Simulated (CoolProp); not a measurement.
Saturation properties of decamethyltetrasiloxane (MD2M).

The numbers come from the reference Helmholtz-energy equation of state, Thol 2017 in CoolProp.

```csv
T (K),p (MPa),liquid density (kg/m³),enthalpy of vaporisation (kJ/kg)
304,[?],842.8,187.8
337,0.0007393,809.9,175.7
370.1,0.004015,776.3,164.1
403.1,0.01513,741.7,152.9
436.2,0.04404,704.9,141.4
469.2,[?],[?],129.2
502.3,0.2188,620.0,115.5
535.3,[?],567.4,[?]
568.4,0.7058,[?],[?]
```

Fill in the missing entries.


- 304, p (MPa): 8.271e-5
- 469.2, p (MPa): 0.1053
- 469.2, liquid density (kg/m³): 665.0
- 535.3, p (MPa): 0.4079
- 535.3, enthalpy of vaporisation (kJ/kg): 99.22
- 568.4, liquid density (kg/m³): 498.8
- 568.4, enthalpy of vaporisation (kJ/kg): 77.10

It boils at 467.6 K under 1 atm.
